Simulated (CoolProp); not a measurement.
Saturation properties of nitrogen (Tc = 126.2 K, pc = 3.396 MPa, ω = 0.037).

The numbers come from the reference Helmholtz-energy equation of state, Span 2000 in CoolProp.

| T (K) | p (MPa) | vapour density (kg/m³) | liquid cp (kJ/(kg K)) | surface tension (mN/m) | liquid conductivity (mW/(m K)) |
|---|---|---|---|---|---|
| 70 | 0.03854 | 1.896 | 2.014 | 10.6 | 159 |
| 72.4 | 0.05410 | 2.589 | 2.022 | 10.0 | 155 |
| 74.8 | 0.07414 | 3.459 | 2.030 | 9.46 | 150 |
| 77.2 | 0.09949 | 4.535 | 2.041 | 8.91 | 145 |
| 79.6 | 0.1310 | 5.846 | 2.053 | 8.37 | 140 |
| 82.1 | 0.1712 | 7.496 | 2.069 | 7.82 | 135 |
| 84.5 | 0.2180 | 9.388 | 2.087 | 7.29 | 131 |
| 86.9 | 0.2737 | 11.62 | 2.108 | 6.77 | 126 |
| 89.3 | 0.3393 | 14.24 | 2.133 | 6.26 | 121 |
| 91.7 | 0.4158 | 17.28 | 2.162 | 5.76 | 116 |
| 94.1 | 0.5041 | 20.81 | 2.198 | 5.26 | 112 |
| 96.6 | 0.6099 | 25.07 | 2.242 | 4.76 | 107 |
| 99 | 0.7257 | 29.79 | 2.293 | 4.28 | 102 |
| 101.4 | 0.8565 | 35.22 | 2.356 | 3.82 | 97.4 |
| 103.8 | 1.003 | 41.48 | 2.433 | 3.36 | 92.6 |

It boils at 77.4 K under 1 atm.

Thermal conductivity comes from a separate model (Lemmon 2004). Surface tension comes from a separate correlation (Mulero 2012).
